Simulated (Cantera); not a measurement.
# Premixed flame

A freely propagating, adiabatic, planar premixed flame of CH4 : C2H6 : C3H8 : O2 : N2 : H2O = 1 : 0.26 : 0.091 : 3.37 : 10.8 : 0.57 (molar parts), unburnt at 525 K and 3.30 bar; mixture-averaged transport, grid criteria slope 0.08 and curve 0.16, no radiation.

Detailed kinetics in Cantera: GRI-Mech 3.0 (53 species, 325 reactions). Burning velocities carry a grid error of a few per cent, more on coarse grids.

| z (mm) | T (K) | u (m/s) | x CH4 | x C2H6 | x C3H8 | x CH3 | x CH2 | x O2 |
|---|---|---|---|---|---|---|---|---|
| -0.350 | 525 | 0.878 | 0.0621 | 0.0161 | 0.00565 | <1e-8 | <1e-8 | 0.209 |
| -0.233 | 527 | 0.883 | 0.0619 | 0.0161 | 0.00564 | <1e-8 | <1e-8 | 0.209 |
| -0.175 | 536 | 0.900 | 0.0613 | 0.0161 | 0.00563 | 4.52e-8 | <1e-8 | 0.208 |
| -0.117 | 595 | 1.01 | 0.0587 | 0.0157 | 0.00555 | 9.29e-7 | <1e-8 | 0.202 |
| -0.0583 | 1002 | 1.73 | 0.0431 | 0.0113 | 0.00412 | 0.000212 | 6.64e-8 | 0.164 |
| -0.0291 | 1444 | 2.53 | 0.0254 | 0.00481 | 0.00143 | 0.00166 | 5.63e-6 | 0.119 |
| 0 | 1865 | 3.30 | 0.00672 | 0.000273 | 2.89e-5 | 0.00206 | 6.20e-5 | 0.0671 |
| 0.0291 | 2054 | 3.63 | 0.000517 | 7.48e-7 | <1e-8 | 0.000282 | 2.36e-5 | 0.0375 |
| 0.0583 | 2124 | 3.73 | 1.92e-5 | <1e-8 | <1e-8 | 1.26e-5 | 1.35e-6 | 0.0269 |
| 0.117 | 2205 | 3.85 | 3.54e-8 | <1e-8 | <1e-8 | 2.78e-8 | <1e-8 | 0.0206 |
| 0.233 | 2293 | 3.98 | <1e-8 | <1e-8 | <1e-8 | <1e-8 | <1e-8 | 0.0165 |
| 0.466 | 2372 | 4.09 | <1e-8 | <1e-8 | <1e-8 | <1e-8 | <1e-8 | 0.0130 |
| 0.933 | 2422 | 4.17 | <1e-8 | <1e-8 | <1e-8 | <1e-8 | <1e-8 | 0.0105 |
x: mole fraction of selected species; z is measured from the peak of heat release.

```
Property                     Result
------------------------  ---------
laminar burning velocity  87.7 cm/s
thermal thickness          0.117 mm
peak x(CH3)                 0.00252
peak x(CH2)                 6.55e-5
grid points                     146
```
